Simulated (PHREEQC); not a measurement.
Brine

Make-up at 20 °C: 0.93 mol/kgw KOH, 0.01 mol/kgw Na2B4O7 and 0.41 mol/kgw KBr. Closed to the air; pH follows from the charge balance.

Model: Pitzer model, pitzer.dat, run in PHREEQC.

This is a speciation only: nothing precipitates in the calculation.

Q: What pH, activity of water does the model give?

A: pH 14.06; activity of water 0.954.

In brines, pH and single-ion activities rest on the MacInnes convention.
